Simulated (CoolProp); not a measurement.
Properties of CH3F (R41) at several states (Tc = 44.1 °C, pc = 5.906 MPa, ω = 0.200).

The numbers come from the reference Helmholtz-energy equation of state, Lemmon 2006 in CoolProp. It is a short technical equation, of lower accuracy than the large ones.

| T (°C) | p (MPa) | phase | density (kg/m³) | cp (kJ/(kg K)) | isothermal compressibility (1/MPa) | expansivity (1/kK) | fugacity coefficient |
|---|---|---|---|---|---|---|---|
| 3.05 | 31.1 | liquid | … | 2.067 | 0.002785 | 2.611 | 0.09905 |
| -103.45 | 2.15 | liquid | 933.7 | 2.053 | … | 2.053 | … |
| -1.55 | 0.0497 | gas | 0.7532 | 1.075 | 20.23 | 3.753 | 0.9944 |
| -131.35 | 14.5 | liquid | 994.8 | 2.073 | 0.0007032 | 1.755 | … |
| 53.85 | 6.45 | supercritical | … | 6.905 | … | 40.69 | 0.6406 |

What belongs in the gaps?


- 3.05, density (kg/m³): 766.9
- -103.45, isothermal compressibility (1/MPa): 0.001080
- -103.45, fugacity coefficient: 0.009749
- -131.35, fugacity coefficient: 0.0001612
- 53.85, density (kg/m³): 182.0
- 53.85, isothermal compressibility (1/MPa): 0.5427
